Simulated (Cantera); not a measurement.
What does this Cantera script print?

```python
import numpy as np
import cantera as ct

gas = ct.Solution("gri30.yaml")
gas.TPX = 600, 100000, {'CH4': 1, 'C2H6': 0.031, 'O2': 4.69, 'N2': 17.6}
inlet = ct.Reservoir(gas, clone=True)
gas.equilibrate("HP")  # start burning
reactor = ct.IdealGasConstPressureReactor(gas, energy="on", clone=False)
exhaust = ct.Reservoir(gas, clone=True)
tau = [0.19, 0.09, 0.042, 0.019, 0.009, 0.0042, 0.0019, 0.0009, 0.00042, 0.00019, 9e-05, 4.2e-05][0]
for a, b in ((inlet, reactor), (reactor, exhaust)):
    ct.MassFlowController(a, b, mdot=lambda t: reactor.mass / tau)
net = ct.ReactorNet([reactor])
show = ['CH4', 'C2H6', 'O2', 'C2H4', 'CO2', 'HCN', 'O']

rows = []
print(f"{'tau/s':>10s}{'T/K':>9s}" + "".join(f"{s:>11s}" for s in show))
for tau in [0.19, 0.09, 0.042, 0.019, 0.009, 0.0042, 0.0019, 0.0009, 0.00042, 0.00019, 9e-05, 4.2e-05]:
    net.initial_time = 0.0
    net.advance(30 * tau)
    before = gas.X
    net.advance(40 * tau)
    drift = np.max(np.abs(gas.X - before) / (gas.X + 1e-9))
    rows.append([gas.T, *gas[show].X, drift])
    print(f"{tau:10.3e}{gas.T:9.1f}" + "".join(f"{x:11.3e}" for x in gas[show].X))
```

Result:

```
     tau/s      T/K        CH4       C2H6         O2       C2H4        CO2        HCN          O
 1.900e-01   1625.4  1.004e-05  8.028e-08  1.105e-01  2.541e-07  4.531e-02  1.167e-09  6.882e-05
 9.000e-02   1623.3  1.618e-05  1.318e-07  1.106e-01  3.905e-07  4.518e-02  1.437e-09  1.103e-04
 4.200e-02   1620.0  2.629e-05  2.162e-07  1.106e-01  5.839e-07  4.497e-02  1.738e-09  1.785e-04
 1.900e-02   1614.6  4.365e-05  3.595e-07  1.107e-01  8.480e-07  4.458e-02  2.144e-09  2.925e-04
 9.000e-03   1606.6  7.082e-05  5.805e-07  1.109e-01  1.148e-06  4.396e-02  2.805e-09  4.587e-04
 4.200e-03   1593.6  1.180e-04  9.572e-07  1.113e-01  1.489e-06  4.290e-02  4.113e-09  7.059e-04
 1.900e-03   1571.6  2.091e-04  1.672e-06  1.121e-01  1.893e-06  4.097e-02  6.792e-09  1.047e-03
 9.000e-04   1537.6  3.906e-04  3.082e-06  1.138e-01  2.483e-06  3.772e-02  1.152e-08  1.375e-03
 4.200e-04   1472.1  9.694e-04  7.712e-06  1.181e-01  4.674e-06  3.090e-02  2.041e-08  1.348e-03
 1.900e-04    600.0  4.288e-02  1.329e-03  2.011e-01  2.425e-17  1.964e-15  1.953e-21  5.134e-25
 9.000e-05    600.0  4.288e-02  1.329e-03  2.011e-01  2.437e-19  1.969e-17  1.958e-23  1.647e-25
 4.200e-05    600.0  4.288e-02  1.329e-03  2.011e-01  1.398e-21  1.043e-19  1.038e-25  5.053e-26
```

Computed with Cantera and GRI-Mech 3.0 (53 species, 325 reactions).
